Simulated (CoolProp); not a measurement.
Vapour-liquid equilibrium of R134a (1) + cyclopropane (2) at 18.8 bar; x and y are mole fractions of (1).

Values from CoolProp's multi-fluid Helmholtz-energy mixture model, Tillner-Roth 1994 and Polt 1992; pair parameters Bell 2016. This equation is an older, rougher fit; its heat capacities, sound speeds and derivatives of the liquid may be far off and weren't checked against measurements.

```csv
x,bubble temperature (K),y at the bubble point,dew temperature at overall composition x (K),liquid density (mol/L)
0.05,334.8,0.097,336.5,12.90
0.125,331.2,0.205,333.9,12.65
0.2,328.9,0.284,331.3,12.36
0.275,327.5,0.345,329.1,12.08
0.35,326.6,0.396,327.4,11.81
0.425,326.2,0.443,326.3,11.56
0.5,326.2,0.489,326.2,11.33
0.575,326.5,0.537,327.0,11.13
0.65,327.2,0.589,328.3,10.94
0.725,328.3,0.650,330.1,10.76
0.8,330.0,0.722,332.0,10.59
0.875,332.3,0.810,334.2,10.41
0.95,335.4,0.917,336.4,10.21
```

y crosses x between x = 0.425 and 0.5: the model has an azeotrope there.

The pair parameters rest on a limited set of measurements; away from them the model extrapolates.
